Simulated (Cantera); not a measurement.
A Cantera script and its output.

```python
import numpy as np
import cantera as ct

gas = ct.Solution("gri30.yaml")
gas.TPX = 1200, 2666, {'C2H6': 1, 'N2': 18}
reactor = ct.IdealGasConstPressureReactor(gas, energy="off", clone=False)
net = ct.ReactorNet([reactor])
net.rtol, net.atol = 1e-08, 1e-18
show = ['C2H6', 'HCN', 'H2', 'C2H4', 'H']
times = np.geomspace(3e-05, 10, 15)

steps = ct.SolutionArray(gas, extra=["t"])
rows = []
print(f"{'t/s':>10s}{'T/K':>9s}{'P/Pa':>11s}" + "".join(f"{s:>11s}" for s in show))
for t in times:
    while net.time < t:
        t_next = net.step()
        steps.append(gas.state, t=t_next)
    rows.append([np.interp(t, steps.t, y) for y in (steps.T, steps.P, *steps(*show).X.T)])
    print(f"{t:10.3e}{rows[-1][0]:9.1f}{rows[-1][1]:11.4g}" + "".join(f"{x:11.3e}" for x in rows[-1][2:]))
rate = np.gradient(steps.T, steps.t)
print("integrator steps:", len(steps.t))
if steps.T.max() > steps.T[0] + 200:
    print(f"time of steepest temperature rise: {steps.t[rate.argmax()]:.4e} s")
gas.TPX = 1200, 2666, {'C2H6': 1, 'N2': 18}
gas.equilibrate("TP")
print(f"equilibrium (TP): T = {gas.T:.1f} K  " + "  ".join(f"{s} {gas[s].X[0]:.3e}" for s in show))
```

Output:

```
       t/s      T/K       P/Pa       C2H6        HCN         H2       C2H4          H
 3.000e-05   1200.0       2666  5.263e-02  2.115e-22  7.569e-11  1.057e-10  1.259e-10
 7.441e-05   1200.0       2666  5.263e-02  3.257e-21  9.477e-10  1.510e-09  8.021e-10
 1.845e-04   1200.0       2666  5.263e-02  7.659e-20  1.670e-08  2.195e-08  5.880e-09
 4.577e-04   1200.0       2666  5.263e-02  1.511e-17  2.846e-07  3.219e-07  3.916e-08
 1.135e-03   1200.0       2666  5.261e-02  5.588e-15  4.414e-06  4.649e-06  2.363e-07
 2.816e-03   1200.0       2666  5.252e-02  1.401e-12  5.954e-05  6.129e-05  1.182e-06
 6.983e-03   1200.0       2666  5.192e-02  6.089e-11  5.347e-04  5.552e-04  3.277e-06
 1.732e-02   1200.0       2666  4.940e-02  2.946e-10  2.591e-03  2.721e-03  4.842e-06
 4.296e-02   1200.0       2666  4.251e-02  5.889e-10  8.240e-03  8.571e-03  5.593e-06
 1.065e-01   1200.0       2666  2.805e-02  8.596e-10  2.038e-02  2.024e-02  6.750e-06
 2.643e-01   1200.0       2666  8.458e-03  1.101e-09  3.865e-02  3.314e-02  8.210e-06
 6.554e-01   1200.0       2666  8.118e-04  1.186e-09  5.139e-02  3.196e-02  4.397e-06
 1.626e+00   1200.0       2666  8.194e-05  1.186e-09  5.758e-02  2.645e-02  1.597e-06
 4.032e+00   1200.0       2666  1.202e-05  1.182e-09  6.190e-02  2.184e-02  6.651e-07
 1.000e+01   1200.0       2666  4.118e-06  1.176e-09  6.615e-02  1.721e-02  4.179e-07
integrator steps: 1196
equilibrium (TP): T = 1200.0 K  C2H6 2.116e-07  HCN 4.735e-02  H2 8.780e-02  C2H4 5.957e-04  H 3.605e-07
```

Detailed kinetics in Cantera: GRI-Mech 3.0 (53 species, 325 reactions). GRI-Mech 3.0 stops at C3 and has no aromatics, soot or wall deposition, so with more carbon than oxygen in the feed, carbon stays in small species such as C2H2 where larger ones or solid carbon would form. Radical loss at walls, strong at low pressure, is not modelled.
